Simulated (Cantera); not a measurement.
Mixture: H₂ : O₂ : N₂ : H₂O = 1 : 1.16 : 4.65 : 0.15 (molar parts), equivalence ratio 0.43, at 0.460 bar, adiabatic and at constant pressure. Ignition delay is the time to a rise of 400 K.

Model: the H2/O2 subset of GRI-Mech 3.0, which has no nitrogen chemistry, integrated in Cantera. Where the delays flatten at high temperature, the 400 K rule measures the pace of heat release, not the induction time.

**Question.** What does this change do: pressure from 0.460 bar to 4.90 bar?

**Answer.** 
| quantity | before | after |
|---|---|---|
| delay at 1175 K | 0.156 ms | 40.8 µs |
| delay at 1275 K | 0.118 ms | 10.6 µs |
| delay at 1375 K | 0.106 ms | 5.99 µs |
| delay at 1475 K | 0.107 ms | 4.17 µs |
| delay at 1575 K | 0.117 ms | 3.29 µs |
| delay at 1675 K | 0.132 ms | 2.84 µs |
| delay at 1775 K | 0.153 ms | 2.65 µs |
The hydrogen kinetics of GRI-Mech 3.0 are dated; newer H2 mechanisms differ, most at raised pressure.
